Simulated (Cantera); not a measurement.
**Carbothermic reduction: PbO + CH4 + N2**

Input: 1 mol PbO, 0.42 mol CH4, 1.1 mol N2, equilibrated at 2473.15 K and 0.510 Torr.

Method: chemical equilibrium by Gibbs-energy minimisation in Cantera with the NASA 1993 tables (ideal gas, pure condensed phases). Candidate condensed phases: C, C6H6, C7H8, C8H18, H2O, Pb, PbO, PbO2, Pb3O4; 139 gas species. Rates play no part.

- x(N2) = 0.267
- x(Pb) = 0.242
- x(H) = 0.208
- x(CO) = 0.0943
- x(H2) = 0.0589
- x(O) = 0.0518
- x(H2O) = 0.0314
- x(OH) = 0.0222
- x(O2) = 0.0114
- gas amount = 4.095 mol
- log10 activity of Pb(l) (absent) = -4.62
- log10 activity of C(graphite) (absent) = -8.50
